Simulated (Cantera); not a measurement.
An isothermal, constant-pressure homogeneous reactor starts with CO : O2 : H2O : N2 = 0.012 : 0.014 : 0.0016 : 1 (molar parts), equivalence ratio 0.43, at 1000 K and 128 Torr. Integrator tolerance rtol = 1e-08.

Computed with Cantera and GRI-Mech 3.0 (53 species, 325 reactions).

### Question
What does this change do: 0.012 parts CH4 added?

### Answer
```json
[
 {"quantity": "x(CO) at 20.0 s", "before": "6.83e-7 (gas-phase equilibrium 1.97e-11)", "after": "0.0115 (gas-phase equilibrium 0.0138)"},
 {"quantity": "x(O2) at 20.0 s", "before": "0.00783 (gas-phase equilibrium 0.00783)", "after": "0.0135 (gas-phase equilibrium <1e-12)"},
 {"quantity": "x(H2O) at 20.0 s", "before": "0.00157 (gas-phase equilibrium 0.00157)", "after": "0.00154 (gas-phase equilibrium 0.00768)"},
 {"quantity": "x(NO) at 20.0 s", "before": "1.26e-7 (gas-phase equilibrium 6.77e-6)", "after": "<1e-12 (gas-phase equilibrium <1e-12)"},
 {"quantity": "x(O) at 20.0 s", "before": "2.68e-8 (gas-phase equilibrium 3.40e-11)", "after": "7.60e-12 (gas-phase equilibrium <1e-12)"},
 {"quantity": "x(HO2) at 20.0 s", "before": "3.72e-9 (gas-phase equilibrium 6.35e-12)", "after": "2.72e-9 (gas-phase equilibrium <1e-12)"},
 {"quantity": "x(H2) at 20.0 s", "before": "4.33e-9 (gas-phase equilibrium 3.78e-12)", "after": "1.40e-6 (gas-phase equilibrium 0.0167)"}
]
```
